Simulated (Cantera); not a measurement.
Feed: 1 mol Cu2O, 7.7 mol C, 0.46 mol N2, at 1 atm.

Cantera equilibrium calculation (NASA polynomials, part measured and part estimated; ideal gas, pure solids and liquids). Candidate condensed phases: C, Cu, CuO, Cu2O; 27 gas species. The numbers say what is thermodynamically allowed, not how fast it happens.

Task: At 2200 K, list the 4 most abundant gas species with their mole fractions, and the condensed phases.

Result: CO 0.669, N2 0.308, Cu 0.0229, Cu2 0.000174. Condensed: C(graphite) + Cu(l).
